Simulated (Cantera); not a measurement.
# Thermodynamics of silicon epitaxy and polysilicon growth, feed SiCl₄ + HCl + H₂

Feed: 1 mol SiCl₄, 0.2 mol HCl, 20 mol H₂, held at 6500 Pa.

Method: chemical equilibrium by Gibbs-energy minimisation in Cantera with the NASA 1993 tables (ideal gas, pure condensed phases). Candidate condensed phases: Si; 19 gas species. The tables' values for SiCl₃, SiCl are old estimates; treat these amounts as uncertain. Gases not in the tables: Si₂H₆ and higher silanes. Rates play no part.

```
T (K)  log p H₂  log p HCl  log p SiCl₄  log p SiCl₂  log p SiHCl₃  n Si(s)  n Si(l)
-----  --------  ---------  -----------  -----------  ------------  -------  -------
800       -1.21      -3.09        -2.54        -7.94         -3.71        0        0
900       -1.22      -2.97        -2.58        -6.03         -3.37        0        0
1000      -1.22      -2.84        -2.64        -4.61         -3.17        0        0
1100      -1.22      -2.63        -2.73        -3.72         -3.16   0.0369        0
1200      -1.23      -2.40        -2.91        -3.19         -3.31    0.104        0
1300      -1.25      -2.26        -3.26        -2.85         -3.58    0.118        0
1400      -1.25      -2.20        -3.80        -2.67         -4.00   0.0945        0
1500      -1.25      -2.18        -4.42        -2.60         -4.48   0.0671        0
1600      -1.25      -2.18        -5.02        -2.57         -4.93   0.0435        0
1700      -1.26      -2.18        -5.56        -2.56         -5.35        0   0.0299
```
log p: log10 of the partial pressure in bar; n: condensed amount in mol.

From 800 K to 1000 K nothing is condensed. From 1100 K to 1600 K the condensed part is Si(s). At 1700 K the condensed part is Si(l). The main Si-bearing gas is SiCl₄ at 800 K and SiCl₂ at 1700 K.
